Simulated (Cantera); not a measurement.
Charge: 1 mol BN, 1.4 mol O₂, 23 mol N₂, equilibrated at 1725 K and 0.390 Torr.

Method: chemical equilibrium by Gibbs-energy minimisation in Cantera with the NASA 1993 tables (ideal gas, pure condensed phases). Candidate condensed phases: B, BN, B₂O₃; 17 gas species. Rates play no part.

Base state: N₂ 0.952, O₂ 0.0247, B₂O₃ 0.0185, BO₂ 0.00347, NO 0.00120, O 0.000400, BO 1.34e-5 (mole fractions); condensed: gas only.

**Question.** What changes in the equilibrium state with this change: BN replaced by AlN?

**Answer.** 
```csv
species,before,after
N₂,0.952,0.972
O₂,0.0247,0.0261
NO,0.00120,0.00125
B₂O₃,0.0185,0
BO₂,0.00347,0
BO,1.34e-5,0
O,0.000400,0.000411
"Al₂O₃(s), mol",0,0.500
```
Further candidate phases: Al, AlN, Al₂O₃.

**Question.** What changes in the equilibrium state with this change: O₂ from 1.4 to 18 mol?

**Answer.** 
```csv
species,before,after
N₂,0.952,0.567
O₂,0.0247,0.413
B₂O₃,0.0185,0.00957
O,0.000400,0.00164
NO,0.00120,0.00379
BO,1.34e-5,4.75e-6
```

**Question.** What changes in the equilibrium state with this change: BN replaced by Si₃N₄?

**Answer.** 
| species | before | after |
|---|---|---|
| N₂ | 0.952 | 0.897 |
| SiO | 0 | 0.101 |
| Si | 0 | 0.00195 |
| O₂ | 0.0247 | <1e-9 |
| B₂O₃ | 0.0185 | 0 |
| BO₂ | 0.00347 | 0 |
| NO | 0.00120 | <1e-9 |
| O | 0.000400 | <1e-9 |
| Si₂N | 0 | 4.12e-5 |
| SiN | 0 | 2.35e-5 |
| Si(l), mol | 0 | 0.142 |
The tables' values for SiN are old estimates; treat these amounts as uncertain. Further candidate phases: Si, SiO₂, Si₂N₂O, Si₃N₄.
